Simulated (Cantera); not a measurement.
# Reactions in the system H-O-V

Cantera with NASA thermochemical tables; ideal gases at 1 bar, condensed phases pure. Values are per mole of reaction as written; species without (g) are pure solids or liquids, kept so even where they would boil at 1 bar.

V2O5 + 2 H(g) ⇌ 2 VO2(g) + H2O(g)

```tsv
T (K)	ΔH° (kJ)	ΔS° (J/K)	ΔG° (kJ)	log10 K
1523	255.7	178.8	-16.5	0.57
1623	248.7	174.3	-34.2	1.10
1723	241.8	170.2	-51.4	1.56
1823	235.1	166.4	-68.2	1.95
1923	228.4	162.8	-84.7	2.30
2023	221.8	159.5	-100.8	2.60
2123	215.3	156.3	-116.6	2.87
2223	208.9	153.4	-132.1	3.10
2323	202.6	150.6	-147.2	3.31
2423	196.3	148.0	-162.2	3.50
```
